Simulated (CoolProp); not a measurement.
A Linde-Hampson liquefier for methane: isothermal reversible compression at 200 K from 1 atm to 40 MPa, throttling to 1 atm, return gas leaving the recuperator 5 K below the feed. Each further row changes one setting.

The numbers come from the reference Helmholtz-energy equation of state, Setzmann 1991 in CoolProp.

```
case                        liquid yield per pass  compression work (kJ/kg of gas)
--------------------------  ---------------------  -------------------------------
as stated                                       …                              487
high pressure 80 MPa                            …                                …
warm-end temperature 230 K                      …                                …
warm-end gap 10 K                           0.481                              487
```

Task: Fill in the missing entries.

Result: 
- as stated, liquid yield per pass: 0.489
- high pressure 80 MPa, liquid yield per pass: 0.413
- high pressure 80 MPa, compression work (kJ/kg of gas): 593
- warm-end temperature 230 K, liquid yield per pass: 0.399
- warm-end temperature 230 K, compression work (kJ/kg of gas): 609
